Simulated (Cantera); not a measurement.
A Cantera script and what it prints.

```python
import numpy as np
import cantera as ct

gas_names = """
    B BN BO BO2 B2 B2O B2O2 B2O3 N NO NO2 NO3 N2 N2O O O2 O3
""".split()
cond_names = """
    B(b) B(L) BN(s) B2O3(L)
""".split()


# ... load() reads the species with a 1 bar reference pressure and builds the phases ...
atoms = {
    'B': {'B': 1},
    'O2': {'O': 2},
    'N2': {'N': 2},
}
top_T = {'BN(s)': 3200}  # K; cautious upper limits of use, not melting points


# ... equilibrate(T, P, feed) seeds the gas with the atoms and calls Mixture.equilibrate('TP', solver="vcs", rtol=1e-11, max_steps=5000) ...
results = []
feed = {'B': 1, 'O2': 1.6, 'N2': 13}  # mol
P = 133.322  # Pa
for T in [1100, 1175, 1250, 1325, 1400, 1475, 1550, 1625, 1700]:
    mix = equilibrate(T, P, feed)
    results.append((T, P, feed, dict(zip(mix.species_names, mix.species_moles))))

top = {s: max(r[3][s] / sum(r[3][g] for g in gas_names) for r in results) for s in gas_names}
cols = sorted((s for s in top if top[s] > 0.001), key=lambda s: -top[s])[:6]
seen = [c for c in cond_names if any(r[3].get(c, 0) > 1e-12 for r in results)]
print("log10 of partial pressures in bar; condensed amounts in mol")
print(f"{'T/K':>10s}" + "".join(f"{s[:9]:>10s}" for s in cols + seen))
for T, P, feed, n in results:
    ng = sum(n[g] for g in gas_names)
    print(f"{T:10.4g}" + "".join(f"{np.log10(max(n[s] / ng * P / 1e5, 1e-99)):10.3f}" for s in cols)
          + "".join(f"{n.get(c, 0):10.4g}" for c in seen))
```

Result:

```
log10 of partial pressures in bar; condensed amounts in mol
       T/K        N2        O2      B2O3       BO2        NO   B2O3(L)
      1100    -2.903    -4.087    -9.592   -10.164    -7.175       0.5
      1175    -2.903    -4.087    -8.399    -9.157    -6.898       0.5
      1250    -2.903    -4.088    -7.356    -8.274    -6.654    0.4995
      1325    -2.903    -4.088    -6.436    -7.493    -6.438     0.496
      1400    -2.904    -4.090    -5.619    -6.799    -6.246    0.4742
      1475    -2.907    -4.095    -4.890    -6.178    -6.077    0.3613
      1550    -2.918    -4.109    -4.343    -5.675    -5.933         0
      1625    -2.919    -4.113    -4.350    -5.468    -5.792         0
      1700    -2.919    -4.117    -4.359    -5.282    -5.665         0
```

Cantera equilibrium calculation (NASA polynomials, part measured and part estimated; ideal gas, pure solids and liquids).
